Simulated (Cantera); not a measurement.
A perfectly stirred reactor is fed with CH4 : O2 : N2 : H2O = 1 : 1.82 : 6.84 : 1 (molar parts), equivalence ratio 1.1, at 4500 Torr; it is adiabatic with a 473 K inlet, and is followed from long to short residence time, starting on the burning branch (τ in s: 0.062, 0.03, 0.015, 0.0072, 0.0035, 0.0017, 0.00084, 0.00041, 0.0002, 9.7e-05).

Model: GRI-Mech 3.0 (53 species, 325 reactions), integrated in Cantera.

**Question.** Predict: blow-out, bracketed by the residence times tried; x(CH4) at τ = 62.0 ms; x(O2) at τ = 62.0 ms; x(H2O) at τ = 62.0 ms; x(C2H2) at τ = 62.0 ms; x(HO2) at τ = 62.0 ms; x(CH4) at τ = 1.70 ms; x(O2) at τ = 1.70 ms; x(H2O) at τ = 1.70 ms; x(C2H2) at τ = 1.70 ms; x(HO2) at τ = 1.70 ms.

**Answer.** 
```json
{
  "blow_out_bracketed_by_the_residence_times_tried": "burning at 97.0 µs, the shortest tried",
  "x(CH4) at τ = 62.0 ms": "1.54e-5",
  "x(O2) at τ = 62.0 ms": "0.000184",
  "x(H2O) at τ = 62.0 ms": "0.262",
  "x(C2H2) at τ = 62.0 ms": "6.09e-8",
  "x(HO2) at τ = 62.0 ms": "8.55e-8",
  "x(CH4) at τ = 1.70 ms": "9.56e-5",
  "x(O2) at τ = 1.70 ms": "0.00174",
  "x(H2O) at τ = 1.70 ms": "0.259",
  "x(C2H2) at τ = 1.70 ms": "1.33e-6",
  "x(HO2) at τ = 1.70 ms": "1.53e-6"
}
```
